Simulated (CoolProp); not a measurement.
Aqueous ethylene glycol as a coolant, at 39 °C, 1 atm.

Computed with CoolProp (Melinder's fits for secondary coolants).

```
mass %  freezing point (°C)  cp (kJ/(kg K))  density (kg/m³)  conductivity (W/(m K))  viscosity (mPa s)
------  -------------------  --------------  ---------------  ----------------------  -----------------
4.9                    -1.5           4.120            998.5                   0.603              0.732
8.7                    -2.9           4.076             1003                   0.584              0.794
12.5                   -4.4           4.031             1008                   0.565              0.866
16.2                   -6.0           3.984             1012                   0.546              0.945
20                     -7.9           3.931             1017                   0.528               1.04
23.8                  -10.2           3.874             1022                   0.510               1.13
27.5                  -12.7           3.815             1026                   0.493               1.24
31.3                  -15.6           3.750             1031                   0.476               1.36
35.1                  -18.9           3.683             1036                   0.460               1.49
38.8                  -22.6           3.616             1040                   0.445               1.63
42.6                  -26.7           3.546             1045                   0.429               1.79
```
